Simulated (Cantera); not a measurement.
Input: 1 mol MgCO₃, 2.9 mol O₂, 0.65 mol H₂O, equilibrated at 1150 K and 19.5 Torr.

Cantera equilibrium calculation (NASA polynomials, part measured and part estimated; ideal gas, pure solids and liquids). Candidate condensed phases: C, C₆H₆, C₇H₈, C₈H₁₈, H₂O, Mg, MgCO₃, MgO, Mg(OH)₂; 116 gas species. Rates play no part.

Q: What is the equilibrium state?

A: 
| Property | Value |
|---|---|
| x(O₂) | 0.637 |
| x(CO₂) | 0.220 |
| x(H₂O) | 0.143 |
| x(OH) | 5.79e-6 |
| n(MgO(s)) | 1.00 mol |
| gas amount | 4.550 mol |
| log10 activity of C(graphite) (absent) | -18.45 |
| log10 activity of Mg(l) (absent) | -20.72 |
